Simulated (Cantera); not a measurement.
A perfectly stirred reactor is fed with CH₄ : C₂H₆ : O₂ : N₂ = 1 : 0.04 : 1.34 : 5.03 (molar parts), equivalence ratio 1.6, at 1.01 bar; it is adiabatic with a 350 K inlet, and is followed from long to short residence time, starting on the burning branch (τ in s: 0.11, 0.043, 0.017, 0.007, 0.0028, 0.0011, 0.00046, 0.00019, 7.6e-05, 3.1e-05, 1.2e-05, 5e-06).

Cantera simulation using GRI-Mech 3.0 (53 species, 325 reactions); the numbers are that mechanism's predictions, not measurements.

Q: Predict: blow-out, bracketed by the residence times tried; x(CH₄) at τ = 0.110 s; x(C₂H₆) at τ = 0.110 s; x(O₂) at τ = 0.110 s; x(HO₂) at τ = 0.110 s; x(CO) at τ = 0.110 s; x(CH₄) at τ = 0.460 ms; x(C₂H₆) at τ = 0.460 ms; x(O₂) at τ = 0.460 ms.

A: 
```json
{
  "blow_out_bracketed_by_the_residence_times_tried": "burning at 2.80 ms, out at 1.10 ms",
  "x(CH₄) at τ = 0.110 s": "0.00309",
  "x(C₂H₆) at τ = 0.110 s": "2.10e-6",
  "x(O₂) at τ = 0.110 s": "0.000359",
  "x(HO₂) at τ = 0.110 s": "6.12e-8",
  "x(CO) at τ = 0.110 s": "0.0865",
  "x(CH₄) at τ = 0.460 ms": "0.135",
  "x(C₂H₆) at τ = 0.460 ms": "0.00540",
  "x(O₂) at τ = 0.460 ms": "0.181"
}
```
